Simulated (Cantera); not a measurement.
Feed: 1 mol SiCl4, 11 mol NO, 0.24 mol H2, held at 0.150 bar.

These are equilibrium values from Cantera (NASA tables, ideal gas, pure condensed phases), not measurements of a reactor. Candidate condensed phases: H2O, NH4Cl, Si, SiO2, Si2N2O, Si3N4; 47 gas species. The tables hold silica as quartz up to 1696 K and as liquid above; real silica turns to tridymite and cristobalite and melts near 1996 K. Kinetics and transport are ignored.

**Question.** At 1248 K, list the 6 most abundant gas species with their mole fractions, and the condensed phases.

**Answer.** N2 0.448, O2 0.366, Cl2 0.140, HCl 0.0387, Cl 0.00739, NO 0.000277. Condensed: SiO2(β-quartz).
